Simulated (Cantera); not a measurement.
## Low-pressure radical oxidation in H2/O2

An isothermal, constant-pressure homogeneous reactor starts with H₂ : O₂ : H₂O = 0.011 : 1 : 0.0049 (molar parts), equivalence ratio 0.0055, at 1373 K and 0.00148 atm.

Detailed kinetics in Cantera: the H2/O2 subset of GRI-Mech 3.0, which has no nitrogen chemistry. Radical loss at walls, strong at low pressure, is not modelled.

```csv
t (s),x H₂,x O₂,x O,x HO₂,x H₂O
6.00e-6,0.0108,0.984,1.78e-12,1.16e-10,0.00482
4.80e-5,0.0108,0.984,1.06e-10,9.25e-10,0.00482
0.000383,0.0108,0.984,4.22e-9,7.39e-9,0.00482
0.00306,0.0108,0.984,9.38e-8,5.90e-8,0.00482
0.0245,0.0103,0.984,0.000311,3.08e-7,0.00517
0.196,6.66e-5,0.974,0.00925,6.73e-8,0.0146
1.57,6.29e-5,0.975,0.00871,6.54e-8,0.0146
12.5,4.15e-5,0.978,0.00566,5.31e-8,0.0149
100,6.50e-6,0.983,0.000859,1.92e-8,0.0155
```
x: mole fraction; the columns are a selection and need not sum to one.

Equilibrium at this temperature and pressure: H₂ 1.22e-7, O₂ 0.984, O 1.59e-5, HO₂ 1.79e-8, H₂O 0.0157 (gas phase only).
